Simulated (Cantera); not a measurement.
A Cantera script and its output.

```python
import numpy as np
import cantera as ct

gas = ct.Solution("h2o2.yaml")
gas.TPX = 1450, 240, {'H2': 0.012, 'O2': 1}
reactor = ct.IdealGasConstPressureReactor(gas, energy="off", clone=False)
net = ct.ReactorNet([reactor])
net.rtol, net.atol = 1e-08, 1e-18
show = ['H2', 'O2', 'H', 'HO2', 'H2O2', 'OH']
times = np.geomspace(2e-06, 6, 14)

steps = ct.SolutionArray(gas, extra=["t"])
rows = []
print(f"{'t/s':>10s}{'T/K':>9s}{'P/Pa':>11s}" + "".join(f"{s:>11s}" for s in show))
for t in times:
    while net.time < t:
        t_next = net.step()
        steps.append(gas.state, t=t_next)
    rows.append([np.interp(t, steps.t, y) for y in (steps.T, steps.P, *steps(*show).X.T)])
    print(f"{t:10.3e}{rows[-1][0]:9.1f}{rows[-1][1]:11.4g}" + "".join(f"{x:11.3e}" for x in rows[-1][2:]))
rate = np.gradient(steps.T, steps.t)
print("integrator steps:", len(steps.t))
if steps.T.max() > steps.T[0] + 200:
    print(f"time of steepest temperature rise: {steps.t[rate.argmax()]:.4e} s")
gas.TPX = 1450, 240, {'H2': 0.012, 'O2': 1}
gas.equilibrate("TP")
print(f"equilibrium (TP): T = {gas.T:.1f} K  " + "  ".join(f"{s} {gas[s].X[0]:.3e}" for s in show))
```

Output:

```
       t/s      T/K       P/Pa         H2         O2          H        HO2       H2O2         OH
 2.000e-06   1450.0        240  1.186e-02  9.881e-01  1.903e-10  1.924e-10  2.108e-16  2.058e-12
 6.299e-06   1450.0        240  1.186e-02  9.881e-01  5.858e-10  6.059e-10  2.100e-15  2.018e-11
 1.984e-05   1450.0        240  1.186e-02  9.881e-01  1.721e-09  1.908e-09  2.054e-14  1.882e-10
 6.248e-05   1450.0        240  1.186e-02  9.881e-01  4.425e-09  6.010e-09  2.027e-13  1.612e-09
 1.968e-04   1450.0        240  1.186e-02  9.881e-01  8.560e-09  1.892e-08  1.984e-12  1.097e-08
 6.198e-04   1450.0        240  1.186e-02  9.881e-01  1.447e-08  5.955e-08  1.894e-11  5.587e-08
 1.952e-03   1450.0        240  1.186e-02  9.881e-01  4.637e-08  1.870e-07  1.672e-10  3.309e-07
 6.148e-03   1450.0        240  1.184e-02  9.881e-01  1.090e-06  5.782e-07  1.196e-09  9.287e-06
 1.936e-02   1450.0        240  1.131e-03  9.780e-01  5.400e-04  1.070e-07  3.610e-09  2.884e-03
 6.098e-02   1450.0        240  5.382e-05  9.767e-01  3.618e-04  7.418e-08  1.759e-09  1.734e-03
 1.921e-01   1450.0        240  5.333e-05  9.768e-01  3.567e-04  7.384e-08  1.753e-09  1.726e-03
 6.049e-01   1450.0        240  5.184e-05  9.772e-01  3.411e-04  7.281e-08  1.735e-09  1.702e-03
 1.905e+00   1450.0        240  4.752e-05  9.781e-01  2.976e-04  6.972e-08  1.681e-09  1.631e-03
 6.000e+00   1450.0        240  3.684e-05  9.804e-01  2.003e-04  6.130e-08  1.524e-09  1.437e-03
integrator steps: 641
equilibrium (TP): T = 1450.0 K  H2 2.325e-07  O2 9.880e-01  H 9.372e-08  HO2 3.268e-08  H2O2 8.904e-11  OH 1.147e-04
```

Computed with Cantera and the H2/O2 subset of GRI-Mech 3.0, which has no nitrogen chemistry. Radical loss at walls, strong at low pressure, is not modelled.
